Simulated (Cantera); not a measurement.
A perfectly stirred reactor is fed with NO : N2 = 1 : 0.17 (molar parts), at 2500 Pa; it is held at 1900 K, and followed from long to short residence time.

Detailed kinetics in Cantera: GRI-Mech 3.0 (53 species, 325 reactions). Radical loss at walls, strong at low pressure, is not modelled.

**Question.** What does this change do: 0.038 parts H2O added?

**Answer.** 
```
quantity                 before     after
---------------------  --------  --------
x(NO) at τ = 27.0 s       0.369     0.350
x(NO2) at τ = 27.0 s   0.000127  0.000119
x(N2) at τ = 27.0 s       0.388     0.379
x(O) at τ = 27.0 s     0.000963  0.000942
x(O2) at τ = 27.0 s       0.242     0.238
x(NO) at τ = 0.160 s      0.850     0.823
x(NO2) at τ = 0.160 s   4.57e-5   3.00e-5
x(N2) at τ = 0.160 s      0.147     0.143
x(O) at τ = 0.160 s    0.000273  0.000105
x(O2) at τ = 0.160 s    0.00204   0.00245
```

**Question.** What does this change do: pressure from 2500 Pa to 101000 Pa?

**Answer.** 
```csv
quantity,before,after
x(NO) at τ = 27.0 s,0.369,0.0900
x(NO2) at τ = 27.0 s,0.000127,0.000251
x(N2) at τ = 27.0 s,0.388,0.528
x(O) at τ = 27.0 s,0.000963,0.000185
x(O2) at τ = 27.0 s,0.242,0.382
x(NO) at τ = 0.160 s,0.850,0.743
x(NO2) at τ = 0.160 s,4.57e-5,0.000839
x(N2) at τ = 0.160 s,0.147,0.201
x(O) at τ = 0.160 s,0.000273,7.83e-5
x(O2) at τ = 0.160 s,0.00204,0.0551
```
